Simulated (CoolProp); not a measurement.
The numbers come from the reference Helmholtz-energy equation of state, Thol 2015 in CoolProp.

For octamethylcyclotetrasiloxane (D4), give the phase and the density (kg/m³), Joule-Thomson coefficient (K/MPa) at 619.1 K and 2.97 bar.


- 619.1 K and 2.97 bar: gas; density 18.3, Joule-Thomson coefficient 7.82
